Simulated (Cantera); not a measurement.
Input: 1 mol SiHCl3, a varied amount of N2, held at 1648 K and 330 Torr.

These are equilibrium values from Cantera (NASA tables, ideal gas, pure condensed phases), not measurements of a reactor. Candidate condensed phases: NH4Cl, Si, Si3N4; 28 gas species. The tables' values for SiCl3 are old estimates; treat these amounts as uncertain. The numbers say what is thermodynamically allowed, not how fast it happens.

x: gas mole fraction; n: condensed amount in mol.

```csv
n(N2) (mol),x N2,x HCl,x SiCl2,x SiCl3,x SiCl4,x H2,x SiHCl3,n Si3N4(s)
21,0.924,0.0371,0.0192,0.00833,0.00797,0.00354,[?],0.0650
26,0.937,0.0306,0.0166,0.00675,0.00605,0.00276,[?],0.0616
32,0.948,0.0253,0.0144,0.00548,0.00458,0.00216,[?],0.0581
40,0.958,0.0206,0.0123,0.00434,0.00337,0.00166,[?],0.0542
50,0.965,0.0167,0.0105,0.00343,0.00246,0.00128,[?],0.0503
62,0.972,0.0137,0.00898,0.00271,0.00180,0.000996,[?],0.0464
76,0.977,0.0113,0.00771,0.00216,0.00133,0.000786,[?],0.0427
95,0.981,0.00911,0.00650,0.00167,0.000952,0.000606,[?],0.0387
120,0.985,0.00728,0.00541,0.00128,0.000662,0.000463,[?],0.0346
150,0.988,0.00586,0.00453,0.000977,0.000465,0.000359,[?],0.0308
180,0.990,0.00491,0.00391,0.000783,0.000346,0.000292,[?],0.0279
220,0.992,0.00404,0.00331,0.000611,0.000249,0.000232,[?],0.0248
280,0.993,0.00319,0.00270,0.000451,0.000166,0.000177,[?],0.0212
```

Q: Complete the blanks.

A: 
- 21, x SiHCl3: 0.000127
- 26, x SiHCl3: 9.09e-5
- 32, x SiHCl3: 6.53e-5
- 40, x SiHCl3: 4.54e-5
- 50, x SiHCl3: 3.15e-5
- 62, x SiHCl3: 2.19e-5
- 76, x SiHCl3: 1.55e-5
- 95, x SiHCl3: 1.06e-5
- 120, x SiHCl3: 7.04e-6
- 150, x SiHCl3: 4.75e-6
- 180, x SiHCl3: 3.43e-6
- 220, x SiHCl3: 2.39e-6
- 280, x SiHCl3: 1.54e-6
